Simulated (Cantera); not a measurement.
An isothermal, constant-pressure homogeneous reactor starts with 56.4 % CH4, 41.2 % H2O, 2.37 % N2, at 1550 K and 6.10 bar.

Cantera simulation using GRI-Mech 3.0 (53 species, 325 reactions); the numbers are that mechanism's predictions, not measurements. GRI-Mech 3.0 stops at C3 and has no aromatics, soot or wall deposition, so with more carbon than oxygen in the feed, carbon stays in small species such as C2H2 where larger ones or solid carbon would form.

### Question
Predict: x(CH4) at 10.0 s; x(H2O) at 10.0 s; x(CH3) at 10.0 s; x(CH2CO) at 10.0 s.

### Answer
- x(CH4) at 10.0 s: 0.148 (gas-phase equilibrium 0.0742)
- x(H2O) at 10.0 s: 0.0845 (gas-phase equilibrium 8.67e-5)
- x(CH3) at 10.0 s: 5.12e-5 (gas-phase equilibrium 2.34e-5)
- x(CH2CO) at 10.0 s: 2.12e-6 (gas-phase equilibrium 6.73e-7)
